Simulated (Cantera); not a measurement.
Charge: 1 mol SiHCl₃, 140 mol H₂, held at 4900 Pa.

Method: chemical equilibrium by Gibbs-energy minimisation in Cantera with the NASA 1993 tables (ideal gas, pure condensed phases). Candidate condensed phases: Si; 19 gas species. The tables' values for SiCl₃ are old estimates; treat these amounts as uncertain. Kinetics and transport are ignored. All values below are at 1400 K.

Base state: H₂ 0.980, HCl 0.0189, SiCl₂ 0.00107, SiCl₃ 2.25e-5, H 2.18e-5 (mole fractions); condensed: Si(s).

Question: What changes in the equilibrium state with this change: SiHCl₃ replaced by SiH₄?

Answer: 
```tsv
species	before	after
H₂	0.980	1.000
H	2.18e-5	2.20e-5
HCl	0.0189	0
SiCl₂	0.00107	0
SiCl₃	2.25e-5	0
Si(s), mol	0.842	1.000
```
